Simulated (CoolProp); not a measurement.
R123 at several states: fugacity coefficient from the reference equation and from simpler models built on Tc = 183.7 °C, pc = 3.662 MPa, ω = 0.282; each cubic takes its own stable root.

Model: reference Helmholtz-energy equation of state, Younglove 1994, in CoolProp. It is a modified Benedict-Webb-Rubin equation, recast in Helmholtz form.

```tsv
T (°C)	p (MPa)	phase	reference
81.45	8.93	liquid	0.06982
66.95	16.8	liquid	0.03573
178.95	2.09	gas	0.8009
-15.05	0.035	liquid	0.4422
144.65	0.0645	gas	0.9917
```

**Question.** How far does each simpler model (van der Waals, Redlich-Kwong, Soave-Redlich-Kwong, Peng-Robinson) lie from the reference over these 5 states: mean and median of the absolute difference, and the worst?

**Answer.** 
- van der Waals: mean 111.5 %, median 123.8 %, worst +270.6 % at 66.95 °C and 16.8 MPa
- Redlich-Kwong: mean 45.7 %, median 44.9 %, worst +122.6 % at -15.05 °C and 0.035 MPa
- Soave-Redlich-Kwong: mean 2.7 %, median 0.4 %, worst +7.6 % at 66.95 °C and 16.8 MPa
- Peng-Robinson: mean 1.6 %, median 1.7 %, worst +3.6 % at -15.05 °C and 0.035 MPa

At some of these states van der Waals, Redlich-Kwong gives the other phase, because its saturation line lies elsewhere.
